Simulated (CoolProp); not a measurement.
Vapour-liquid equilibrium of ethanol (1) + n-nonane (2) at 131.85 °C; x and y are mole fractions of (1).

Values from CoolProp's multi-fluid Helmholtz-energy mixture model, Schroeder 2014 and Lemmon 2006; pair parameters Bell 2016.

**Question.** Give the bubble pressure and the first vapour's composition at x = 0.275, 0.35, 0.875. Is there an azeotrope?

**Answer.** x = 0.275: 406.7 kPa, y = 0.862; x = 0.35: 442.9 kPa, y = 0.877; x = 0.875: 568.2 kPa, y = 0.948. No azeotrope shows between x = 0.05 and 0.95.

The pair parameters rest on a limited set of measurements; away from them the model extrapolates. With so large a gap from Raoult's law the liquid may split in two, which this calculation doesn't test in full.
